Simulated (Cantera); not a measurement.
An adiabatic, constant-volume homogeneous reactor starts with CH4 : CO : O2 : N2 = 1 : 0.74 : 0.988 : 3.71 (molar parts), equivalence ratio 2.4, at 1375 K and 760 Torr. Integrator tolerance rtol = 1e-08.

Detailed kinetics in Cantera: GRI-Mech 3.0 (53 species, 325 reactions).

Problem. What does this change do: 0.072 parts H2 added?

Solution. 
```
quantity                                                              before                                      after
---------------------------------  -----------------------------------------  -----------------------------------------
time of steepest temperature rise                                    8.87 ms                                    5.15 ms
temperature at 0.800 s                                                2581 K                                     2572 K
equilibrium temperature                                               2581 K                                     2572 K
x(CH4) at 0.800 s                  8.48e-11 (gas-phase equilibrium 9.46e-11)  9.89e-11 (gas-phase equilibrium 1.10e-10)
x(CO) at 0.800 s                         0.210 (gas-phase equilibrium 0.210)        0.209 (gas-phase equilibrium 0.209)
x(O2) at 0.800 s                     1.62e-5 (gas-phase equilibrium 1.62e-5)    1.37e-5 (gas-phase equilibrium 1.37e-5)
x(HCO) at 0.800 s                    5.56e-7 (gas-phase equilibrium 5.56e-7)    5.51e-7 (gas-phase equilibrium 5.51e-7)
x(N2O) at 0.800 s                    1.21e-8 (gas-phase equilibrium 1.21e-8)    1.08e-8 (gas-phase equilibrium 1.08e-8)
```
